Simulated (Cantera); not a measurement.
**Ignition delay**

Mixture: CO : H₂ : CH₄ : O₂ : N₂ : H₂O = 1 : 0.17 : 1.1 : 2.53 : 7.34 : 1.1 (molar parts), at 1.40 bar, adiabatic and at constant pressure. Ignition delay is the time to a rise of 400 K.

Model: GRI-Mech 3.0 (53 species, 325 reactions), integrated in Cantera.

| T0 (K) | delay (ms) |
|---|---|
| 1223 | 6.76 |
| 1273 | 4.04 |
| 1323 | 2.43 |
| 1373 | 1.48 |
| 1423 | 0.918 |
| 1473 | 0.583 |
| 1523 | 0.380 |
| 1573 | 0.255 |

```
Item                                                    Result
--------------------------------------------------  ----------
apparent activation energy between 1473 and 1573 K  160 kJ/mol
```
